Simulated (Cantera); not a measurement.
A Cantera script and what it prints.

```python
import numpy as np
import cantera as ct

gas_names = """
    F FO FO2 F2 F2O Mg MgF MgF2 MgN MgO Mg2 Mg2F4 N NF NF2 NF3 NO NO2 NO3 N2 N2O O O2 O3
""".split()
cond_names = """
    Mg(cr) Mg(L) MgF2(s) MgF2(L) MgO(s) MgO(L)
""".split()


# ... load() reads the species with a 1 bar reference pressure and builds the phases ...
atoms = {
    'MgO': {'Mg': 1, 'O': 1},
    'NF3': {'N': 1, 'F': 3},
    'N2': {'N': 2},
}
top_T = {}  # K; cautious upper limits of use, not melting points


# ... equilibrate(T, P, feed) seeds the gas with the atoms and calls Mixture.equilibrate('TP', solver="vcs", rtol=1e-11, max_steps=5000) ...
results = []
feed = {'MgO': 1, 'NF3': 6.6, 'N2': 3.4}  # mol
T = 1823  # K
P = 510  # Pa
mix = equilibrate(T, P, feed)
results.append((T, P, feed, dict(zip(mix.species_names, mix.species_moles))))
x = sorted(zip(gas.X, gas.species_names), reverse=True)
print(f"T = {T:g} K  P = {P:g} Pa  gas = {mix.phase_moles(0):.4g} mol")
print("   x: " + "  ".join(f"{s} {v:.3e}" for v, s in x if v > 1e-06))
print("   condensed (mol): " + ("  ".join(f"{mix.phase(i).name} {mix.phase_moles(i):.4g}"
      for i in range(1, mix.n_phases) if mix.phase_moles(i) > 1e-12) or "none"))
```

It prints:

```
T = 1823 K  P = 510 Pa  gas = 26 mol
   x: F 6.845e-01  N2 2.573e-01  MgF2 3.845e-02  O2 1.870e-02  NO 7.655e-04  O 2.889e-04  F2 2.974e-05  FO 2.844e-06  Mg2F4 1.114e-06
   condensed (mol): none
```

Cantera equilibrium calculation (NASA polynomials, part measured and part estimated; ideal gas, pure solids and liquids).
